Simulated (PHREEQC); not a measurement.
Consider water at 25 °C with 0.005 mol/kgw HF, 0.015 mol/kgw CsF and 0.0079 mol/kgw H2SO4. Closed to the air; pH follows from the charge balance.

Equilibrium calculation in PHREEQC: ion-association model, wateq4f.dat.

Q: The ionic strength comes out as 0.0251 mol/kgw. What activity coefficients do SO4-2, HF2-, HSO4-, Cs+, H+ get?

A: SO4-2 0.55, HF2- 0.86, HSO4- 0.86, Cs+ 0.86, H+ 0.88.

No solid was allowed to form. Species that the database lacks are ignored. wateq4f.dat counts part of the HF as a dimer, H2F2, which phreeqc.dat doesn't know; its constant is uncertain.
